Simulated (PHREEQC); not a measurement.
A solution holds 0.007 mol NaBF4 and 0.00072 mol NaF per kg of water, at 12 °C. Closed to the air; pH follows from the charge balance.

Equilibrium calculation in PHREEQC: ion-association model, phreeqc.dat.

This is a speciation only: nothing precipitates in the calculation.

Task: Predict the pH, ionic strength.

Result: pH 3.03; ionic strength 0.00872 mol/kgw.

Task: In which forms is F present?

Result: BF4- 74 %, HF 9.1 %, F- 9.0 %, BF3OH- 6.1 %, BF2(OH)2- 1.3 % of the F.

Complexes and solids missing from the database can't appear. At this temperature some constants are extrapolated from 25 °C, and those without enthalpy data are left unchanged. Real BF4- forms and hydrolyses slowly; the run takes it at equilibrium.
